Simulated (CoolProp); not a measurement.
Vapour-liquid equilibrium of CHF3 (R23) (1) + R143a (2) at 257.7 K; x and y are mole fractions of (1).

The numbers come from the multi-fluid Helmholtz-energy mixture model, Penoncello 2003 and Lemmon and Jacobsen 2000; pair parameters Bell 2016 in CoolProp.

```tsv
x	bubble pressure, mixture model (MPa)	bubble pressure, Raoult's law (MPa)	y, mixture model	y, Raoult's law
0.05	0.4181	0.4331	0.143	0.185
0.15	0.5223	0.5564	0.369	0.433
0.25	0.6374	0.6797	0.531	0.590
0.35	0.7596	0.8031	0.649	0.699
0.45	0.8855	0.9264	0.736	0.779
0.55	1.013	1.050	0.804	0.841
0.65	1.140	1.173	0.858	0.889
0.75	1.268	1.296	0.903	0.928
0.85	1.399	1.420	0.943	0.961
0.95	1.534	1.543	0.981	0.988
```

The largest gap from Raoult's law is -6.2 % in bubble pressure, at x = 0.25. No azeotrope shows between x = 0.05 and 0.95.

Pair parameters are fitted to limited data, so mixtures are less certain than the pure fluids.
